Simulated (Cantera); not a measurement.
Charge: 1 mol AlN, 0.029 mol N2, held at 1475 K and 100000 Pa.

Cantera equilibrium calculation (NASA polynomials, part measured and part estimated; ideal gas, pure solids and liquids). Candidate condensed phases: Al, AlN; 5 gas species. Equilibrium is a limit: real reactors are often held back by kinetics, nucleation or transport.

Base state: N2 1.00 (mole fractions); condensed: AlN(s).

Problem. What changes in the equilibrium state with this change: temperature from 1475 K to 2425 K?

Solution. 
```tsv
species	before	after
N2	1.00	0.984
Al	<1e-9	0.0155
Al2	<1e-9	1.18e-5
AlN(s), mol	1.00	1.000
```
